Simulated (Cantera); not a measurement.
Charge: 1 mol SiCl4, 0.025 mol HCl, 11 mol H2, held at 75.0 Torr.

These are equilibrium values from Cantera (NASA tables, ideal gas, pure condensed phases), not measurements of a reactor. Candidate condensed phases: Si; 19 gas species. Rates play no part.

Task: Which condensed phases are stable at each of these points (T (K)): 898, 923, 948, 973, 998, 1023, 1048, 1073, 1098, 1123?

Result: 
```csv
T (K),condensed phases,Si condensed (%)
898,gas only,0.0
923,gas only,0.0
948,gas only,0.0
973,gas only,0.0
998,gas only,0.0
1023,gas only,0.0
1048,gas only,0.0
1073,Si(s),0.2
1098,Si(s),1.3
1123,Si(s),2.4
```

From 898 K to 1048 K nothing is condensed. From 1073 K to 1123 K the condensed part is Si(s).
